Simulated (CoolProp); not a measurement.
A single-stage vapour-compression cycle with isobutane: evaporating at 261.15 K (dew point), condensing at 327.15 K (bubble point), superheat 8 K, subcooling 0 K, compressor efficiency 0.7, no pressure losses. Each further row changes one setting.

Values from CoolProp's reference Helmholtz-energy equation of state, Bücker 2006.

| case | cooling COP | pressure ratio | discharge temperature (K) | refrigerating effect (kJ/kg) | volumetric capacity (kJ/m³) |
|---|---|---|---|---|---|
| as stated | 1.95 | 7.52 | 345.1 | 218 | 590 |
| evaporating temperature 266.15 K | 2.21 | (withheld) | 343.4 | 225 | 729 |
| condensing temperature 322.15 K | 2.20 | (withheld) | 340.3 | 231 | 626 |
| subcooling 5 K | 2.06 | 7.52 | 345.1 | 231 | 626 |
| superheat 18 K | 2.00 | 7.52 | (withheld) | 234 | 608 |
| compressor efficiency 0.6 | 1.67 | 7.52 | 354.0 | 218 | 590 |

What belongs in the gaps?


- evaporating temperature 266.15 K, pressure ratio: 6.21
- condensing temperature 322.15 K, pressure ratio: 6.66
- superheat 18 K, discharge temperature (K): 355.1
